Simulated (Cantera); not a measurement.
Gas mixture: 100 % N₂O, at 1.13 Torr, frozen composition.

Cantera's kinetic-theory transport with the Lennard-Jones parameters of GRI-Mech 3.0, ideal gas; thermal conductivity in the mixture-averaged form. The composition is frozen, though it would react at the higher temperatures.

D: mixture-averaged diffusion coefficient of that species in the mixture.

| T (K) | ρ (kg/m³) | cp (J/kg/K) | μ (µPa s) | λ (mW/m/K) | Pr | D (cm²/s) H | D (cm²/s) CH₄ | D (cm²/s) C₂H₂ |
|---|---|---|---|---|---|---|---|---|
| 400 | 0.00199 | 970.3 | 19.5 | 25.5 | 0.741 | 1120 | 196 | (withheld) |
| 550 | 0.00144 | 1073 | 25.5 | 37.0 | 0.739 | 1990 | 348 | (withheld) |
| 700 | 0.00113 | 1150 | 30.8 | 47.9 | 0.739 | 3030 | 530 | (withheld) |
| 850 | 0.000934 | 1210 | 35.6 | 58.2 | 0.739 | 4240 | 741 | (withheld) |
| 1000 | 0.000794 | 1255 | 40.0 | 68.0 | 0.739 | 5590 | 977 | (withheld) |
| 1150 | 0.000690 | 1285 | 44.1 | 77.1 | 0.736 | 7080 | 1240 | (withheld) |
| 1300 | 0.000611 | 1311 | 48.0 | 85.8 | 0.734 | 8710 | 1520 | (withheld) |

**Question.** Some entries are withheld; supply them.

**Answer.** 
- 400, D (cm²/s) C₂H₂: 142
- 550, D (cm²/s) C₂H₂: 254
- 700, D (cm²/s) C₂H₂: 391
- 850, D (cm²/s) C₂H₂: 549
- 1000, D (cm²/s) C₂H₂: 726
- 1150, D (cm²/s) C₂H₂: 922
- 1300, D (cm²/s) C₂H₂: 1140
